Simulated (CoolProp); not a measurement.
The numbers come from the reference Helmholtz-energy equation of state, Lemmon 2003 in CoolProp. It is a pseudo-pure fit of the blend.

Task: For R404A, give the phase and the density (kg/m³), speed of sound (m/s), Joule-Thomson coefficient (K/MPa), Prandtl number at 261 K and 2.16 bar; 261 K and 9.09 bar.

Result: 
- 261 K and 2.16 bar: gas; density 10.3, speed of sound 151, Joule-Thomson coefficient 28.3, Prandtl number 0.849
- 261 K and 9.09 bar: liquid; density 1200, speed of sound 560, Joule-Thomson coefficient -0.139, Prandtl number 3.47

Viscosity comes from a separate model (Geller 2000). Thermal conductivity comes from a separate model (Geller 2001).
